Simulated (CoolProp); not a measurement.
Vapour-liquid equilibrium of R152A (1) + R227EA (2) at 227.7 K; x and y are mole fractions of (1).

Computed with CoolProp (multi-fluid Helmholtz-energy mixture model, Outcalt 1996 and Lemmon 2016; pair parameters Bell 2016).

| x | bubble pressure (MPa) | y at the bubble point | dew pressure at overall composition x (MPa) | liquid density (mol/L) |
|---|---|---|---|---|
| 0.05 | 0.02400 | 0.064 | 0.02392 | 9.860 |
| 0.15 | 0.02496 | 0.202 | 0.02456 | 10.31 |
| 0.25 | 0.02623 | 0.338 | 0.02538 | 10.78 |
| 0.35 | 0.02769 | 0.463 | 0.02636 | 11.29 |
| 0.45 | 0.02918 | 0.571 | 0.02753 | 11.85 |
| 0.55 | 0.03062 | 0.664 | 0.02888 | 12.44 |
| 0.65 | 0.03195 | 0.745 | 0.03039 | 13.10 |
| 0.75 | 0.03312 | 0.818 | 0.03202 | 13.82 |
| 0.85 | 0.03414 | 0.888 | 0.03360 | 14.61 |
| 0.95 | 0.03500 | 0.961 | 0.03489 | 15.49 |

No azeotrope shows between x = 0.05 and 0.95.

Pair parameters are fitted to limited data, so mixtures are less certain than the pure fluids. The gap from Raoult's law changes sign with composition, which may be real or a fault of the pair parameters; it wasn't checked against measurements.
